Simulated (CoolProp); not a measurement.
Vapour-liquid equilibrium of CHF3 (R23) (1) + R113 (2) at -23.55 °C; x and y are mole fractions of (1).

Model: multi-fluid Helmholtz-energy mixture model, Penoncello 2003 and Marx 1992; pair parameters Bell 2016, in CoolProp.

```tsv
x	bubble pressure, mixture model (kPa)	bubble pressure, Raoult's law (kPa)	y, mixture model	y, Raoult's law
0.05	121.8	66.34	0.965	0.940
0.15	374.7	190.6	0.988	0.981
0.25	606.7	314.8	0.993	0.990
0.35	…	439.1	0.994	0.994
0.45	…	563.3	0.995	0.996
0.55	…	687.6	0.995	0.997
0.65	985.2	811.8	0.996	0.998
0.75	…	936.1	0.996	0.999
0.85	1077	1060	0.997	0.999
0.95	1176	1185	0.998	1.000
```

Task: What belongs in the gaps?

Result: 
- 0.35, bubble pressure, mixture model (kPa): 781.5
- 0.45, bubble pressure, mixture model (kPa): 891.0
- 0.55, bubble pressure, mixture model (kPa): 950.5
- 0.75, bubble pressure, mixture model (kPa): 1020

The largest gap from Raoult's law is +96.6 % in bubble pressure, at x = 0.15. No azeotrope shows between x = 0.05 and 0.95.

The pair parameters rest on a limited set of measurements; away from them the model extrapolates. The gap from Raoult's law changes sign with composition, which may be real or a fault of the pair parameters; it wasn't checked against measurements. With so large a gap from Raoult's law the liquid may split in two, which this calculation doesn't test in full.
